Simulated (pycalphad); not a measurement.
Source of the numbers: pycalphad with the COST 507 light-alloy database (1999); pressure 1 atm. These are 1990s assessments: newer ones move some temperatures and phases. Diffusion is slow at the low end, where real alloys seldom reach equilibrium.

Al-0.2629Si-0.8365C (wt.%): equilibrium cooling sequence

```json
[
 {"T (°C)": "658.7", "phases above": "AL4C3 + LIQUID", "phases below": "AL4C3 + FCC_A1 + LIQUID"},
 {"T (°C)": "654.6", "phases above": "AL4C3 + FCC_A1 + LIQUID", "phases below": "AL4C3 + AL8SIC7 + FCC_A1"}
]
```

Changes were sought between steps of 25 K, so a narrower field can be missed. At the top of the range, 1577 °C, the alloy is not yet fully liquid: it holds LIQUID + AL4C3.

Database names, with the compositions (at.%) that they take in these runs: AL4C3: Al 57 C 43; AL8SIC7: Al 50 C 44 Si 6. FCC_A1 is fcc.
